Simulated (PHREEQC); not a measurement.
1 kg of water holding 5.2 mmol/kgw Na2CO3 and 58 mmol/kgw KCl is evaporated at 40 °C; the solids stay in contact with the brine. The system is closed to CO2. Solids allowed: Halite, Kalicinite, Nahcolite, Natron, Sylvite, Trona. Others were left out.

All values are PHREEQC results (Pitzer model, pitzer.dat), not measurements.

### Question
Predict ionic strength at water left (kg) = 0.4563, 0.09504, 0.01101, 0.009049, 0.006112.

### Answer
```json
[
 {"water left (kg)": "0.4563", "ionic strength": "0.160"},
 {"water left (kg)": "0.09504", "ionic strength": "0.772"},
 {"water left (kg)": "0.01101", "ionic strength": "6.55"},
 {"water left (kg)": "0.009049", "ionic strength": "6.79"},
 {"water left (kg)": "0.006112", "ionic strength": "7.44"}
]
```

Species that the database lacks are ignored. Away from 25 °C the constants follow the database's enthalpies or fits; those with neither stay at their 25 °C values.
